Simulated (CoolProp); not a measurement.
A simple Rankine cycle with ammonia: condensing at 317.15 K, boiler at 5.35 MPa, turbine inlet 380.3 K, turbine efficiency 0.6, pump efficiency 0.6, no recuperator. Each further row changes one setting.

The numbers come from the reference Helmholtz-energy equation of state, Gao 2020 in CoolProp.

```
case                             thermal efficiency (%)  net work (kJ/kg)  heat in (kJ/kg)  turbine exit temperature (K)  volume ratio over the turbine
-------------------------------  ----------------------  ----------------  ---------------  ----------------------------  -----------------------------
as stated                                           6.6              73.8             1120                         317.2                           2.85
turbine inlet 400.3 K                               6.9              83.0             1200                         327.4                           2.75
condensing temperature 309.15 K                     7.7              88.6             1150                         309.1                           3.52
boiler pressure 3.74 MPa                            5.0              59.6             1190                         332.5                           1.98
turbine efficiency 0.5                              5.4              59.7             1120                         317.2                           2.89
```

The expansion ends wet for: as stated; condensing temperature 309.15 K; turbine efficiency 0.5.
